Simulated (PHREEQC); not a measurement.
NaHCO3 is added in steps, without added water, to 1 kg of water holding 0.0012 mol/kgw H2SO4, 0.00043 mol/kgw Al2(SO4)3 and 0.0057 mol/kgw Na2SO4, at 25 °C. O2 is buffered at 0.21 atm. CO2 from the air is kept out. Only these solids could form: Al(OH)3(a), Basaluminite, Mirabilite, Nahcolite, Natron.

Base run: PHREEQC, ion-association model, wateq4f.dat. Each further column changes one thing. The table gives pH.

| NaHCO3 added (mol) | base | Na2SO4 from 0.0057 to 0.00513 mol/kgw | Al2(SO4)3 replaced by CdSO4 at the same molality | Al2(SO4)3 from 0.00043 to 0.00215 mol/kgw | no solid may form |
|---|---|---|---|---|---|
| 0 | 2.81 | 2.80 | 2.81 | 2.84 | 2.81 |
| 0.0034 | 4.37 | 4.36 | 5.65 | 4.02 | 5.46 |
| 0.00595 | 5.77 | 5.78 | 6.27 | ? | 5.96 |
| 0.00935 | 6.30 | 6.31 | 6.61 | ? | 6.26 |
| 0.01275 | 6.53 | 6.53 | 6.80 | 4.54 | 6.44 |
| 0.0153 | 6.65 | 6.65 | 6.90 | ? | 6.54 |
| 0.0187 | 6.76 | 6.76 | 7.00 | 5.89 | 6.65 |
| 0.02125 | 6.83 | 6.83 | 7.07 | 6.05 | 6.72 |
| 0.02465 | 6.91 | 6.91 | 7.14 | 6.20 | 6.79 |
| 0.02805 | 6.97 | 6.97 | 7.20 | 6.31 | ? |
| 0.0306 | 7.01 | 7.02 | ? | ? | 6.90 |
| 0.034 | 7.06 | 7.06 | 7.28 | 6.46 | 6.95 |

Problem. What belongs in the gaps?

Solution. 
- 0.00595, Al2(SO4)3 from 0.00043 to 0.00215 mol/kgw: 4.08
- 0.00935, Al2(SO4)3 from 0.00043 to 0.00215 mol/kgw: 4.20
- 0.0153, Al2(SO4)3 from 0.00043 to 0.00215 mol/kgw: 5.49
- 0.02805, no solid may form: 6.86
- 0.0306, Al2(SO4)3 replaced by CdSO4 at the same molality: 7.24
- 0.0306, Al2(SO4)3 from 0.00043 to 0.00215 mol/kgw: 6.38

 The database's cadmium carbonate complexes are estimates of doubtful size. In at least one series the solution becomes supersaturated in solids that the run did not let form, among them Al(OH)3(a), Basaluminite. Solids allowed in the column 'Al2(SO4)3 replaced by CdSO4 at the same molality': Cd(OH)2, Otavite, Mirabilite, Nahcolite, Natron.
